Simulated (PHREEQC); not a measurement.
**City or well water: an equilibrium model**

Model water analysis in mg/L, 14 °C, pH 7.63, pe 8.9:

| constituent | mg/L |
|---|---|
| Na | 6.26 |
| K | 1.42 |
| Ca | 12.3 |
| Mg | 5.96 |
| Cl | 40.7 |
| S(6) as SO4 | 3.74 |
| Alkalinity as HCO3 | 11.8 |
| Br | 0.207 |
| Pb | 0.114 |

Cl is adjusted to close the charge balance.
Valence states are taken as typed.

All values are PHREEQC results (ion-association model, phreeqc.dat), not measurements.

Precipitation was switched off in this run.

Q: What specific conductance does the model give?

A: specific conductance 130 µS/cm.

Q: In which forms is S present?

A: SO4-2 94 %, CaSO4 3.2 %, MgSO4 2.7 % of the S.

Complexes and solids missing from the database can't appear. Constants without temperature data keep their 25 °C values here.
